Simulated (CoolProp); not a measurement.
Model: reference Helmholtz-energy equation of state, Gedanitz 2015, in CoolProp.

Problem. For cyclopentane, give the phase and the Z, conductivity (mW/(m K)) at 59.25 °C and 3870 kPa.

Solution. 
- 59.25 °C and 3870 kPa: liquid; Z 0.138, conductivity 116

Thermal conductivity comes from a separate model (Vassiliou 2015).
